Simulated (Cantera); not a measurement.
What does this Cantera script print?

```python
import numpy as np
import cantera as ct

gas_names = """
    C CH CH2 CH3 CH4 C2 C2H C2H2,acetylene C2H2,vinylidene C2H3,vinyl C2H4 C2H5 C2H6 C3 C3H3,propargyl
    C3H4,allene C3H4,propyne C3H4,cyclo- C3H5,allyl C3H6,propylene C3H6,cyclo- C3H7,n-propyl
    C3H7,i-propyl C3H8 C4 C4H2 C4H4,1,3-cyclo- C4H6,butadiene C4H6,2-butyne C4H6,cyclo- C4H8,1-butene
    C4H8,cis2-buten C4H8,tr2-butene C4H8,isobutene C4H8,cyclo- C4H9,n-butyl C4H9,i-butyl C4H9,s-butyl
    C4H9,t-butyl C4H10,isobutane C4H10,n-butane C5 C5H6,1,3cyclo- C5H8,cyclo- C5H10,1-pentene
    C5H10,cyclo- C5H11,pentyl C5H11,t-pentyl C5H12,n-pentane C5H12,i-pentane CH3C(CH3)2CH3 C6H2
    C6H5,phenyl C6H6 C6H10,cyclo- C6H12,1-hexene C6H12,cyclo- C6H13,n-hexyl C7H7,benzyl C7H8
    C7H14,1-heptene C7H15,n-heptyl C7H16,n-heptane C8H8,styrene C8H10,ethylbenz C8H16,1-octene
    C8H17,n-octyl C8H18,isooctane C8H18,n-octane C9H19,n-nonyl C10H8,naphthale C10H21,n-decyl
    C12H9,o-bipheny C12H10,bipheny H H2 Si SiC SiC2 SiC4H12 SiH SiH2 SiH3 SiH4 Si2 Si2C Si3
""".split()
cond_names = """
    C(gr) C6H6(L) C7H8(L) C8H18(L),n-octa Si(cr) Si(L) SiC(b)
""".split()


def load(file, names, dense=False):
    # The tables refer to 1 bar. Condensed volumes are neglected.
    table = {s.name: s for s in ct.Species.list_from_file(file)}
    out = []
    for n in names:
        d = dict(table[n].input_data)
        d["thermo"] = dict(d["thermo"], **{"reference-pressure": 1e5})
        if dense:
            d["equation-of-state"] = {"model": "constant-volume", "density": "1e6 g/cm^3"}
        out.append(ct.Species.from_dict(d))
    return out


gas = ct.Solution(thermo="ideal-gas", species=load("nasa_gas.yaml", gas_names))
cond = {s.name: ct.Solution(thermo="fixed-stoichiometry", species=[s], name=s.name)
        for s in load("nasa_condensed.yaml", cond_names, dense=True)}
atoms = {
    'SiH4': {'Si': 1, 'H': 4},
    'C2H2': {'C': 2, 'H': 2},
    'H2': {'H': 2},
    'C2H4': {'C': 2, 'H': 4},
}
top_T = {'C(gr)': 4500, 'SiC(b)': 3050}  # K; cautious upper limits of use, not melting points


def equilibrate(T, P, feed):
    n = {}
    for name, mol in feed.items():
        for a, k in atoms[name].items():
            n[a] = n.get(a, 0.0) + k * mol
    gas.TPX = T, P, n
    mass = sum(n.values()) * gas.mean_molecular_weight
    gas.equilibrate("TP")
    valid = [c for c in cond.values() if c.min_temp <= T <= top_T.get(c.name, c.max_temp)]
    mix = ct.Mixture([(gas, mass / gas.mean_molecular_weight)] + [(c, 0.0) for c in valid])
    mix.T, mix.P = T, P
    mix.equilibrate("TP", solver="vcs", rtol=1e-11, max_steps=5000)
    return mix


results = []
T = 2323.15  # K
P = 1333.22  # Pa
for m in [0.11, 0.18, 0.25, 0.32, 0.39, 0.46, 0.53, 0.6, 0.67, 0.74, 0.82, 0.89]:
    feed = {'SiH4': 1, 'C2H2': m, 'H2': 52, 'C2H4': 0.018}  # mol
    mix = equilibrate(T, P, feed)
    results.append((T, P, feed, dict(zip(mix.species_names, mix.species_moles))))

top = {s: max(r[3][s] / sum(r[3][g] for g in gas_names) for r in results) for s in gas_names}
cols = sorted((s for s in top if top[s] > 1e-05), key=lambda s: -top[s])[:7]
seen = [c for c in cond_names if any(r[3].get(c, 0) > 1e-12 for r in results)]
print("log10 of partial pressures in bar; condensed amounts in mol")
print(f"{'n(C2H2)':>10s}" + "".join(f"{s[:9]:>10s}" for s in cols + seen))
for T, P, feed, n in results:
    ng = sum(n[g] for g in gas_names)
    print(f"{feed['C2H2']:10.4g}" + "".join(f"{np.log10(max(n[s] / ng * P / 1e5, 1e-99)):10.3f}" for s in cols)
          + "".join(f"{n.get(c, 0):10.4g}" for c in seen))
```

Result:

```
log10 of partial pressures in bar; condensed amounts in mol
   n(C2H2)        H2         H        Si C2H2,acet      SiC2      Si2C       SiH     C(gr)
      0.11    -1.924    -2.925    -3.714    -4.787    -5.088    -5.003    -5.129         0
      0.18    -1.925    -2.925    -3.732    -4.572    -4.891    -4.932    -5.147         0
      0.25    -1.925    -2.925    -3.748    -4.425    -4.759    -4.891    -5.163         0
      0.32    -1.925    -2.925    -3.763    -4.312    -4.661    -4.864    -5.178         0
      0.39    -1.926    -2.925    -3.774    -4.240    -4.600    -4.849    -5.189   0.03067
      0.46    -1.925    -2.925    -3.774    -4.240    -4.600    -4.850    -5.190      0.17
      0.53    -1.925    -2.925    -3.775    -4.240    -4.601    -4.851    -5.190    0.3094
       0.6    -1.925    -2.925    -3.775    -4.240    -4.601    -4.852    -5.191    0.4488
      0.67    -1.925    -2.925    -3.776    -4.240    -4.601    -4.853    -5.191    0.5882
      0.74    -1.925    -2.925    -3.776    -4.240    -4.602    -4.854    -5.192    0.7276
      0.82    -1.925    -2.925    -3.777    -4.240    -4.603    -4.855    -5.192    0.8869
      0.89    -1.925    -2.925    -3.777    -4.240    -4.603    -4.856    -5.193     1.026
```

Cantera equilibrium calculation (NASA polynomials, part measured and part estimated; ideal gas, pure solids and liquids). Gases not in the tables: Si2H6 and higher silanes.
